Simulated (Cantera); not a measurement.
What does this Cantera script print?

```python
import numpy as np
import cantera as ct

gas_names = """
    CL CL2 H HCL H2 Si SiCL SiCL2 SiCL3 SiCL4 SiH SiHCL3 SiH2 SiH2CL2 SiH3 SiH3CL SiH4 Si2 Si3
""".split()
cond_names = """
    Si(cr) Si(L)
""".split()


# ... load() reads the species with a 1 bar reference pressure and builds the phases ...
atoms = {
    'SiH4': {'Si': 1, 'H': 4},
    'Cl2': {'CL': 2},
    'H2': {'H': 2},
}
top_T = {}  # K; cautious upper limits of use, not melting points


# ... equilibrate(T, P, feed) seeds the gas with the atoms and calls Mixture.equilibrate('TP', solver="vcs", rtol=1e-11, max_steps=5000) ...
results = []
T = 825  # K
P = 10000  # Pa
for m in [31, 75, 120, 170, 210, 250, 300, 340, 390, 430, 480, 520, 570]:
    feed = {'SiH4': 1, 'Cl2': 0.18, 'H2': m}  # mol
    mix = equilibrate(T, P, feed)
    results.append((T, P, feed, dict(zip(mix.species_names, mix.species_moles))))

top = {s: max(r[3][s] / sum(r[3][g] for g in gas_names) for r in results) for s in gas_names}
cols = sorted((s for s in top if top[s] > 0.0001), key=lambda s: -top[s])[:7]
seen = [c for c in cond_names if any(r[3].get(c, 0) > 1e-12 for r in results)]
print("log10 of partial pressures in bar; condensed amounts in mol")
print(f"{'n(H2)':>10s}" + "".join(f"{s[:9]:>10s}" for s in cols + seen))
for T, P, feed, n in results:
    ng = sum(n[g] for g in gas_names)
    print(f"{feed['H2']:10.4g}" + "".join(f"{np.log10(max(n[s] / ng * P / 1e5, 1e-99)):10.3f}" for s in cols)
          + "".join(f"{n.get(c, 0):10.4g}" for c in seen))
```

Result:

```
log10 of partial pressures in bar; condensed amounts in mol
     n(H2)        H2    SiHCL3     SiCL4       HCL   SiH2CL2    Si(cr)
        31    -1.002    -3.864    -3.876    -3.922    -4.925    0.9065
        75    -1.001    -4.218    -4.349    -4.040    -5.160    0.9131
       120    -1.001    -4.427    -4.628    -4.109    -5.300     0.919
       170    -1.000    -4.595    -4.852    -4.165    -5.411    0.9249
       210    -1.000    -4.703    -4.996    -4.201    -5.483    0.9291
       250    -1.000    -4.797    -5.121    -4.233    -5.546    0.9329
       300    -1.000    -4.899    -5.258    -4.267    -5.614    0.9373
       340    -1.000    -4.973    -5.357    -4.291    -5.664    0.9406
       390    -1.000    -5.058    -5.469    -4.320    -5.720    0.9443
       430    -1.000    -5.120    -5.553    -4.340    -5.762     0.947
       480    -1.000    -5.193    -5.650    -4.365    -5.810    0.9502
       520    -1.000    -5.248    -5.723    -4.383    -5.847    0.9525
       570    -1.000    -5.313    -5.810    -4.405    -5.890    0.9553
```

Method: chemical equilibrium by Gibbs-energy minimisation in Cantera with the NASA 1993 tables (ideal gas, pure condensed phases).
